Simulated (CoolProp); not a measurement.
Vapour-liquid equilibrium of propane (1) + n-butane (2) at 0.425 MPa; x and y are mole fractions of (1).

The numbers come from the multi-fluid Helmholtz-energy mixture model, Lemmon 2009 and Bücker 2006; pair parameters Kunz 2012 in CoolProp.

Task: Give the bubble temperature and the first vapour's composition at x = 0.125, 0.65, 0.875. Is there an azeotrope?

Result: x = 0.125: 34.8 °C, y = 0.306; x = 0.65: 7.6 °C, y = 0.874; x = 0.875: 0.0 °C, y = 0.965. No azeotrope shows between x = 0.05 and 0.95.

The pair parameters rest on a limited set of measurements; away from them the model extrapolates.
